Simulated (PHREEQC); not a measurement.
Solution (75 °C): 0.14 mol/kgw HF, 0.043 mol/kgw K2HPO4 and 0.27 mol/kgw KCl. Closed to the air; pH follows from the charge balance.

Equilibrium calculation in PHREEQC: ion-association model, phreeqc.dat.

| quantity | before | after |
|---|---|---|
| pH | 3.04 | 3.22 |
| HF (mol/kgw) | 0.0782 | 0.0171 |
| F- (mol/kgw) | 0.0372 | 0.00950 |
| HF2- (mol/kgw) | 0.0123 | 0.000704 |
| SI of Sylvite (KCl) | -2.51 | -3.76 |

### Question
What was changed between the two runs?
A) HF from 0.14 to 0.28 mol/kgw
B) HF from 0.14 to 0.154 mol/kgw
C) diluted 2-fold with water
D) temperature from 75 to 35 °C
E) diluted 5-fold with water

### Answer
E, diluted 5-fold with water

This is a speciation only: nothing precipitates in the calculation. Constants without temperature data keep their 25 °C values here.
